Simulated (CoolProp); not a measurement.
Computed with CoolProp (reference Helmholtz-energy equation of state, Span 1996).

**Question.** Give the vapour pressure (kPa), liquid cp (kJ/(kg K)), vapour Z, liquid viscosity (µPa s) of saturated carbon dioxide at 236.2, 264.6 K.

**Answer.** 
| T (K) | p (kPa) | liquid cp (kJ/(kg K)) | vapour Z | liquid viscosity (µPa s) |
|---|---|---|---|---|
| 236.2 | 1120 | 2.03 | 0.863 | 183 |
| 264.6 | 2760 | 2.33 | 0.741 | 116 |

Viscosity comes from a separate model (Laesecke 2017).
